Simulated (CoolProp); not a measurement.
Properties of CF4 (R14) along the isotherm 60.85 °C.

Values from CoolProp's reference Helmholtz-energy equation of state, Platzer 1990. This equation is an older, rougher fit; its heat capacities, sound speeds and derivatives of the liquid may be far off and weren't checked against measurements.

```
p (MPa)          phase  density (kg/m³)  fugacity coefficient
-------  -------------  ---------------  --------------------
0.513              gas            16.46                0.9880
1.03               gas            33.45                0.9761
1.54               gas            50.61                0.9646
2.05               gas            68.18                0.9533
2.57               gas            86.51                0.9420
3.08               gas            104.9                0.9311
3.59               gas            123.7                0.9205
4.1      supercritical            142.9                0.9102
4.62     supercritical            162.8                0.8998
5.13     supercritical            182.8                0.8899
5.64     supercritical            203.1                0.8803
```
